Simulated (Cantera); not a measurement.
An isothermal, constant-pressure homogeneous reactor starts with 47.6 % H₂, 52.4 % O₂, at 1125 K and 2670 Pa.

Detailed kinetics in Cantera: GRI-Mech 3.0 (53 species, 325 reactions). Radical loss at walls, strong at low pressure, is not modelled. The temperature is held fixed by assumption; the heat of reaction is taken as removed at once.

One state of this run: x H₂ = 1.52e-8; x O₂ = 0.375; x HO₂ = 8.60e-9; x H₂O₂ = 7.33e-10; x H = 3.38e-11; x H₂O = 0.625; x OH = 7.25e-6. x: mole fraction; the columns are a selection and need not sum to one.

Which value of t (s) does it belong to?
A. 5.01e-5
B. 0.794
C. 100
D. 0.0316

C, 100
